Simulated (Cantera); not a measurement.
An isothermal, constant-pressure homogeneous reactor starts with C₂H₆ : N₂ : H₂O = 1 : 9.5 : 0.3 (molar parts), at 1450 K and 12.8 Torr.

Model: GRI-Mech 3.0 (53 species, 325 reactions), integrated in Cantera. GRI-Mech 3.0 stops at C3 and has no aromatics, soot or wall deposition, so with more carbon than oxygen in the feed, carbon stays in small species such as C2H2 where larger ones or solid carbon would form. Radical loss at walls, strong at low pressure, is not modelled.

Predict: x(C₂H₆) at 20.0 s; x(H₂) at 20.0 s; x(CH₃) at 20.0 s; x(C₂H₂) at 20.0 s; x(H) at 20.0 s.

x(C₂H₆) at 20.0 s: 2.43e-6 (gas-phase equilibrium 1.85e-9)
x(H₂) at 20.0 s: 0.129 (gas-phase equilibrium 0.187)
x(CH₃) at 20.0 s: 5.39e-5 (gas-phase equilibrium 1.20e-6)
x(C₂H₂) at 20.0 s: 0.0684 (gas-phase equilibrium 0.0304)
x(H) at 20.0 s: 1.64e-5 (gas-phase equilibrium 3.15e-5)
